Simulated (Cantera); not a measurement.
What does this Cantera script print?

```python
import numpy as np
import cantera as ct

gas_names = """
    C CH CH2 CH3 CH2OH CH3O CH4 CH3OH CO CO2 COOH C2 C2H CHCO,ketyl C2H2,acetylene C2H2,vinylidene
    CH2CO,ketene C2H3,vinyl CH3CO,acetyl C2H4 C2H4O,ethylen CH3CHO,ethanal CH3COOH (HCOOH)2 C2H5 C2H6
    CH3OCH3 C2H5OH C2O C3 C3H3,propargyl C3H4,allene C3H4,propyne C3H4,cyclo- C3H5,allyl C3H6,propylene
    C3H6,cyclo- C3H6O C3H7,n-propyl C3H7,i-propyl C3H8 C3H8O,1propanol C3H8O,2propanol C3O2 C4 C4H2
    C4H4,1,3-cyclo- C4H6,butadiene C4H6,2-butyne C4H6,cyclo- C4H8,1-butene C4H8,cis2-buten
    C4H8,tr2-butene C4H8,isobutene C4H8,cyclo- (CH3COOH)2 C4H9,n-butyl C4H9,i-butyl C4H9,s-butyl
    C4H9,t-butyl C4H10,isobutane C4H10,n-butane C5 C5H6,1,3cyclo- C5H8,cyclo- C5H10,1-pentene
    C5H10,cyclo- C5H11,pentyl C5H11,t-pentyl C5H12,n-pentane C5H12,i-pentane CH3C(CH3)2CH3 C6H2
    C6H5,phenyl C6H5O,phenoxy C6H6 C6H5OH,phenol C6H10,cyclo- C6H12,1-hexene C6H12,cyclo- C6H13,n-hexyl
    C7H7,benzyl C7H8 C7H8O,cresol C7H14,1-heptene C7H15,n-heptyl C7H16,n-heptane C8H8,styrene
    C8H10,ethylbenz C8H16,1-octene C8H17,n-octyl C8H18,isooctane C8H18,n-octane C9H19,n-nonyl
    C10H8,naphthale C10H21,n-decyl C12H9,o-bipheny C12H10,bipheny Ca CaO CaOH CaO2H2 Ca2 H HCO HO2 H2
    HCHO,formaldehy HCOOH H2O H2O2 O OH O2 O3
""".split()
cond_names = """
    C(gr) C6H6(L) C7H8(L) C8H18(L),n-octa Ca(a) Ca(b) Ca(L) CaCO3(caL) CaO(s) CaO(L) CaO2H2(s) H2O(s)
    H2O(L)
""".split()


def load(file, names, dense=False):
    # The tables refer to 1 bar. Condensed volumes are neglected.
    table = {s.name: s for s in ct.Species.list_from_file(file)}
    out = []
    for n in names:
        d = dict(table[n].input_data)
        d["thermo"] = dict(d["thermo"], **{"reference-pressure": 1e5})
        if dense:
            d["equation-of-state"] = {"model": "constant-volume", "density": "1e6 g/cm^3"}
        out.append(ct.Species.from_dict(d))
    return out


gas = ct.Solution(thermo="ideal-gas", species=load("nasa_gas.yaml", gas_names))
cond = {s.name: ct.Solution(thermo="fixed-stoichiometry", species=[s], name=s.name)
        for s in load("nasa_condensed.yaml", cond_names, dense=True)}
atoms = {
    'CaCO3': {'Ca': 1, 'C': 1, 'O': 3},
    'H2': {'H': 2},
    'CO2': {'C': 1, 'O': 2},
}
top_T = {'C(gr)': 4500}  # K; cautious upper limits of use, not melting points


def equilibrate(T, P, feed):
    n = {}
    for name, mol in feed.items():
        for a, k in atoms[name].items():
            n[a] = n.get(a, 0.0) + k * mol
    gas.TPX = T, P, n
    mass = sum(n.values()) * gas.mean_molecular_weight
    gas.equilibrate("TP")
    valid = [c for c in cond.values() if c.min_temp <= T <= top_T.get(c.name, c.max_temp)]
    mix = ct.Mixture([(gas, mass / gas.mean_molecular_weight)] + [(c, 0.0) for c in valid])
    mix.T, mix.P = T, P
    mix.equilibrate("TP", solver="vcs", rtol=1e-11, max_steps=5000)
    return mix


results = []
feed = {'CaCO3': 1, 'H2': 0.66, 'CO2': 1.8}  # mol
P = 100000  # Pa
for T in [850, 900, 950, 1000, 1050, 1100, 1150]:
    mix = equilibrate(T, P, feed)
    results.append((T, P, feed, dict(zip(mix.species_names, mix.species_moles))))

top = {s: max(r[3][s] / sum(r[3][g] for g in gas_names) for r in results) for s in gas_names}
cols = sorted((s for s in top if top[s] > 0.001), key=lambda s: -top[s])[:7]
seen = [c for c in cond_names if any(r[3].get(c, 0) > 1e-12 for r in results)]
print("log10 of partial pressures in bar; condensed amounts in mol")
print(f"{'T/K':>10s}" + "".join(f"{s[:9]:>10s}" for s in cols + seen))
for T, P, feed, n in results:
    ng = sum(n[g] for g in gas_names)
    print(f"{T:10.4g}" + "".join(f"{np.log10(max(n[s] / ng * P / 1e5, 1e-99)):10.3f}" for s in cols)
          + "".join(f"{n.get(c, 0):10.4g}" for c in seen))
```

It prints:

```
log10 of partial pressures in bar; condensed amounts in mol
       T/K       CO2       H2O        CO        H2       CH4 CaCO3(caL    CaO(s)
       850    -0.226    -0.820    -0.852    -0.961    -2.273         1         0
       900    -0.243    -0.790    -0.794    -0.980    -3.064         1         0
       950    -0.252    -0.763    -0.763    -1.021    -3.868         1         0
      1000    -0.260    -0.740    -0.740    -1.064    -4.615         1         0
      1050    -0.266    -0.721    -0.722    -1.106    -5.301         1         0
      1100    -0.272    -0.706    -0.706    -1.146    -5.931         1         0
      1150    -0.186    -0.800    -0.800    -1.489    -7.428         0         1
```

Method: chemical equilibrium by Gibbs-energy minimisation in Cantera with the NASA 1993 tables (ideal gas, pure condensed phases).
